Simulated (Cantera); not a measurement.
Charge: 1 mol S, 1.8 mol H2O, 4.1 mol H2, equilibrated at 3200 K and 9.75 Torr.

Equilibrium computed with Cantera from the NASA thermochemical tables; the gas is ideal and each condensed phase is pure. Candidate condensed phases: H2O, H2SO4, S; 19 gas species. Equilibrium is a limit: real reactors are often held back by kinetics, nucleation or transport.

Base state: H 0.716, O 0.0955, H2 0.0843, S 0.0614, OH 0.0188, SO 0.0135, H2O 0.00577, O2 0.00255 (mole fractions); condensed: gas only.

What changes in the equilibrium state with this change: H2 from 4.1 to 0.57 mol?


```csv
species,before,after
H,0.716,0.574
O,0.0955,0.176
S,0.0614,0.104
SO,0.0135,0.0420
H2,0.0843,0.0543
OH,0.0188,0.0277
SO2,0.000583,0.00334
O2,0.00255,0.00863
S2,0.000255,0.000735
```

What changes in the equilibrium state with this change: pressure from 9.75 Torr to 7500 Torr?


```tsv
species	before	after
H2	0.0843	0.574
H2O	0.00577	0.220
H	0.716	0.0673
H2S	1.18e-5	0.0196
O	0.0955	0.000694
S2	0.000255	0.0196
SH	0.00173	0.0395
S	0.0614	0.0194
OH	0.0188	0.00988
SO	0.0135	0.0238
S2O	6.67e-7	0.000286
O2	0.00255	0.000104
```
